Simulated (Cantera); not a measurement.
What does this Cantera script print?

```python
import numpy as np
import cantera as ct

gas_names = """
    CL CL2 H HCL H2 N NH NH2 NH3 N2 N2H2 N2H4 Si SiCL SiCL2 SiCL3 SiCL4 SiH SiHCL3 SiH2 SiH2CL2 SiH3
    SiH3CL SiH4 SiN Si2 Si2N Si3
""".split()
cond_names = """
    NH4CL(a) NH4CL(b) Si(cr) Si(L) Si3N4(a)
""".split()


# ... load() reads the species with a 1 bar reference pressure and builds the phases ...
atoms = {
    'Si2Cl6': {'Si': 2, 'CL': 6},
    'NH3': {'N': 1, 'H': 3},
}
top_T = {'Si3N4(a)': 2400}  # K; cautious upper limits of use, not melting points


# ... equilibrate(T, P, feed) seeds the gas with the atoms and calls Mixture.equilibrate('TP', solver="vcs", rtol=1e-11, max_steps=5000) ...
results = []
feed = {'Si2Cl6': 1, 'NH3': 11}  # mol
T = 1548.15  # K
for P in [5, 15, 45, 140, 410, 1200, 3700, 11000, 33000, 100000]:
    mix = equilibrate(T, P, feed)
    results.append((T, P, feed, dict(zip(mix.species_names, mix.species_moles))))

top = {s: max(r[3][s] / sum(r[3][g] for g in gas_names) for r in results) for s in gas_names}
cols = sorted((s for s in top if top[s] > 0.0001), key=lambda s: -top[s])[:5]
seen = [c for c in cond_names if any(r[3].get(c, 0) > 1e-12 for r in results)]
print("log10 of partial pressures in bar; condensed amounts in mol")
print(f"{'P/Pa':>10s}" + "".join(f"{s[:9]:>10s}" for s in cols + seen))
for T, P, feed, n in results:
    ng = sum(n[g] for g in gas_names)
    print(f"{P:10.4g}" + "".join(f"{np.log10(max(n[s] / ng * P / 1e5, 1e-99)):10.3f}" for s in cols)
          + "".join(f"{n.get(c, 0):10.4g}" for c in seen))
```

It prints:

```
log10 of partial pressures in bar; condensed amounts in mol
      P/Pa        H2       HCL        N2     SiCL2         H    Si(cr)  Si3N4(a)
         5    -4.521    -5.266    -4.960    -5.489    -6.771    0.3456         0
        15    -4.043    -4.788    -4.482    -5.011    -6.532    0.3575         0
        45    -3.565    -4.311    -4.005    -4.534    -6.293     0.362         0
       140    -3.072    -3.728    -3.539    -4.120    -6.047         0    0.2164
       410    -2.611    -3.177    -3.088    -3.780    -5.816         0     0.329
      1200    -2.150    -2.646    -2.637    -3.479    -5.586         0    0.4311
      3700    -1.665    -2.110    -2.161    -3.208    -5.343         0    0.5153
   1.1e+04    -1.195    -1.609    -1.696    -2.987    -5.108         0    0.5699
   3.3e+04    -0.719    -1.117    -1.224    -2.795    -4.870         0    0.6011
     1e+05    -0.237    -0.631    -0.744    -2.624    -4.629         0    0.6149
```

Cantera equilibrium calculation (NASA polynomials, part measured and part estimated; ideal gas, pure solids and liquids). The feed counts by its element totals alone. The tables' values for SiCl3, SiCl are old estimates; treat these amounts as uncertain.
